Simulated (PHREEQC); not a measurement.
1 kg of water holding 0.096 mol/kgw CaCl2 meets 20 L of dry gas (H2 1 by moles) at fixed total pressure, at 100 atm; fugacities by Peng-Robinson. The gases take part in no redox reaction, some water evaporates into the gas, and hydrates or a liquid gas phase aren't modelled. Precipitation was switched off in this run.

The numbers come from PHREEQC with the ion-association model, phreeqc.dat.

| T (°C) | dissolved H2 (mol/kgw) | φ of H2 |
|---|---|---|
| 10 | 0.0752 | 1.030 |
| 20 | 0.0700 | 1.030 |
| 30 | 0.0665 | 1.031 |
| 40 | … | 1.031 |
| 50 | 0.0632 | 1.031 |
| 60 | … | 1.031 |
| 70 | 0.0635 | 1.031 |
| 80 | … | 1.031 |
| 90 | 0.0664 | 1.031 |

**Question.** Complete the blanks.

**Answer.** 
- 40, dissolved H2 (mol/kgw): 0.0643
- 60, dissolved H2 (mol/kgw): 0.0630
- 80, dissolved H2 (mol/kgw): 0.0647

Complexes and solids missing from the database can't appear. At this temperature some constants are extrapolated from 25 °C, and those without enthalpy data are left unchanged.
